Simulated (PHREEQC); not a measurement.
A solution holds 0.014 mol CO2 and 0.0002 mol CdBr2 per kg of water, at 13 °C. Closed to the air; pH follows from the charge balance.

Model: ion-association model, phreeqc.dat, run in PHREEQC.

No solid was allowed to form.

### Question
Estimate the pH.

### Answer
pH 4.14.

### Question
In which forms is Cd present?

### Answer
Cd+2 95 %, CdBr+ 5.2 % of the Cd.

At this temperature some constants are extrapolated from 25 °C, and those without enthalpy data are left unchanged.
